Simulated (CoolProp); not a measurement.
Vapour-liquid equilibrium of dimethyl carbonate (1) + n-decane (2) at 0.78 MPa; x and y are mole fractions of (1).

Model: multi-fluid Helmholtz-energy mixture model, Zhou 2011 and Lemmon 2006; pair parameters Bell 2016, in CoolProp.

| x | bubble temperature, mixture model (°C) | bubble temperature, Raoult's law (°C) | y, mixture model | y, Raoult's law |
|---|---|---|---|---|
| 0.05 | 256.1 | 262.9 | 0.262 | 0.233 |
| 0.125 | 231.3 | 247.2 | 0.534 | 0.462 |
| 0.2 | 214.4 | 234.5 | 0.676 | 0.610 |
| 0.275 | 203.4 | 224.1 | 0.753 | 0.711 |
| 0.35 | 196.1 | 215.2 | 0.798 | 0.784 |
| 0.425 | 191.1 | 207.6 | 0.828 | 0.837 |
| 0.5 | 187.3 | 200.9 | 0.851 | 0.877 |
| 0.575 | 184.2 | 195.0 | 0.869 | 0.909 |
| 0.65 | 181.6 | 189.8 | 0.887 | 0.933 |
| 0.725 | 179.2 | 185.0 | 0.905 | 0.953 |
| 0.8 | 176.9 | 180.7 | 0.925 | 0.969 |
| 0.875 | 174.6 | 176.8 | 0.948 | 0.983 |
| 0.95 | 172.4 | 173.2 | 0.976 | 0.994 |

The largest gap from Raoult's law is -20.7 K in bubble temperature, at x = 0.275. No azeotrope shows between x = 0.05 and 0.95.

Pair parameters are fitted to limited data, so mixtures are less certain than the pure fluids.
